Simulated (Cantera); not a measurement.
Input: 1 mol Si2H6, 0.61 mol NO, held at 13.3 mbar.

Cantera equilibrium calculation (NASA polynomials, part measured and part estimated; ideal gas, pure solids and liquids). Candidate condensed phases: H2O, Si, SiO2, Si2N2O, Si3N4; 35 gas species. The feed counts by its element totals alone. Mutual solubility and eutectic melting of coexisting phases are not modelled. Equilibrium is a limit: real reactors are often held back by kinetics, nucleation or transport.

x: gas mole fraction; n: condensed amount in mol.

| T (°C) | x H2 | x SiO | x H | x SiH4 | x H2O | n Si(s) | n SiO2(α-quartz) | n Si2N2O(s) | n SiO2(β-quartz) |
|---|---|---|---|---|---|---|---|---|---|
| 252 | 1.00 | <1e-12 | <1e-12 | ___ | <1e-12 | 1.24 | 0.152 | 0.305 | 0 |
| 302 | 1.00 | <1e-12 | <1e-12 | ___ | <1e-12 | 1.24 | 0.152 | 0.305 | 0 |
| 352 | 1.00 | <1e-12 | <1e-12 | ___ | <1e-12 | 1.24 | 0.152 | 0.305 | 0 |
| 402 | 1.00 | <1e-12 | <1e-12 | ___ | <1e-12 | 1.24 | 0.152 | 0.305 | 0 |
| 452 | 1.00 | <1e-12 | <1e-12 | ___ | <1e-12 | 1.24 | 0.152 | 0.305 | 0 |
| 502 | 1.00 | <1e-12 | 8.59e-12 | ___ | <1e-12 | 1.24 | 0.152 | 0.305 | 0 |
| 552 | 1.00 | 5.39e-12 | 6.87e-11 | ___ | 5.10e-12 | 1.24 | 0.152 | 0.305 | 0 |
| 602 | 1.00 | 9.88e-11 | 4.34e-10 | ___ | 2.85e-11 | 1.24 | 0 | 0.305 | 0.152 |
| 652 | 1.00 | 1.32e-9 | 2.26e-9 | ___ | 1.32e-10 | 1.24 | 0 | 0.305 | 0.152 |
| 702 | 1.00 | 1.34e-8 | 9.91e-9 | ___ | 5.18e-10 | 1.24 | 0 | 0.305 | 0.152 |
| 752 | 1.00 | 1.08e-7 | 3.77e-8 | ___ | 1.78e-9 | 1.24 | 0 | 0.305 | 0.152 |
| 802 | 1.000 | 7.17e-7 | 1.27e-7 | ___ | 5.42e-9 | 1.24 | 0 | 0.305 | 0.152 |

Some entries are withheld; supply them.


- 252, x SiH4: 3.54e-10
- 302, x SiH4: 6.11e-10
- 352, x SiH4: 9.51e-10
- 402, x SiH4: 1.37e-9
- 452, x SiH4: 1.86e-9
- 502, x SiH4: 2.42e-9
- 552, x SiH4: 3.03e-9
- 602, x SiH4: 3.69e-9
- 652, x SiH4: 4.38e-9
- 702, x SiH4: 5.11e-9
- 752, x SiH4: 5.87e-9
- 802, x SiH4: 6.65e-9
